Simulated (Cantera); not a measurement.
A Cantera script and what it prints.

```python
import numpy as np
import cantera as ct

gas_names = [...]  # 87 gases of nasa_gas.yaml made of C, H, Si
cond_names = """
    C(gr) C6H6(L) C7H8(L) C8H18(L),n-octa Si(cr) Si(L) SiC(b)
""".split()


# ... load() reads the species with a 1 bar reference pressure and builds the phases ...
atoms = {
    'Si(CH3)4': {'Si': 1, 'C': 4, 'H': 12},
    'C2H2': {'C': 2, 'H': 2},
    'H2': {'H': 2},
}
top_T = {'C(gr)': 4500, 'SiC(b)': 3050}  # K; cautious upper limits of use, not melting points


# ... equilibrate(T, P, feed) seeds the gas with the atoms and calls Mixture.equilibrate('TP', solver="vcs", rtol=1e-11, max_steps=5000) ...
results = []
feed = {'Si(CH3)4': 1, 'C2H2': 0.25, 'H2': 59}  # mol
P = 71000  # Pa
for T in [1225, 1325, 1425, 1525, 1625, 1725, 1825, 1925, 2025, 2125]:
    mix = equilibrate(T, P, feed)
    results.append((T, P, feed, dict(zip(mix.species_names, mix.species_moles))))

top = {s: max(r[3][s] / sum(r[3][g] for g in gas_names) for r in results) for s in gas_names}
cols = sorted((s for s in top if top[s] > 1e-06), key=lambda s: -top[s])[:7]
seen = [c for c in cond_names if any(r[3].get(c, 0) > 1e-12 for r in results)]
print("log10 of partial pressures in bar; condensed amounts in mol")
print(f"{'T/K':>10s}" + "".join(f"{s[:9]:>10s}" for s in cols + seen))
for T, P, feed, n in results:
    ng = sum(n[g] for g in gas_names)
    print(f"{T:10.4g}" + "".join(f"{np.log10(max(n[s] / ng * P / 1e5, 1e-99)):10.3f}" for s in cols)
          + "".join(f"{n.get(c, 0):10.4g}" for c in seen))
```

Output:

```
log10 of partial pressures in bar; condensed amounts in mol
       T/K        H2       CH4         H C2H2,acet        Si       CH3      SiH2     C(gr)    SiC(b)
      1225    -0.153    -2.187    -6.583    -6.942   -14.170    -7.333   -10.572     2.908         1
      1325    -0.151    -2.475    -5.862    -6.221   -12.499    -6.890    -9.558     3.193         1
      1425    -0.150    -2.724    -5.241    -5.603   -11.064    -6.512    -8.687     3.326         1
      1525    -0.149    -2.941    -4.701    -5.067    -9.820    -6.185    -7.932     3.393         1
      1625    -0.149    -3.131    -4.226    -4.598    -8.730    -5.899    -7.271     3.427         1
      1725    -0.149    -3.299    -3.806    -4.185    -7.767    -5.648    -6.686     3.441         1
      1825    -0.149    -3.448    -3.431    -3.817    -6.911    -5.424    -6.167     3.439    0.9999
      1925    -0.150    -3.581    -3.094    -3.489    -6.146    -5.225    -5.702     3.416    0.9997
      2025    -0.150    -3.701    -2.791    -3.194    -5.456    -5.047    -5.285     3.363     0.999
      2125    -0.151    -3.810    -2.516    -2.927    -4.833    -4.886    -4.907     3.269    0.9967
```

Cantera equilibrium calculation (NASA polynomials, part measured and part estimated; ideal gas, pure solids and liquids). Gases not in the tables: Si2H6 and higher silanes.
